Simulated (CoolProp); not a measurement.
Values from CoolProp's reference Helmholtz-energy equation of state, Gao 2020.

Problem. Give the vapour pressure (MPa), vapour density (kg/m³), liquid conductivity (mW/(m K)) of saturated ammonia at 266.7, 324.5 K.

Solution. 
```
T (K)  p (MPa)  vapour density (kg/m³)  liquid conductivity (mW/(m K))
-----  -------  ----------------------  ------------------------------
266.7    0.335                    2.73                             579
324.5     2.11                    16.3                             413
```

Thermal conductivity comes from a separate model (Tufeu 1984).
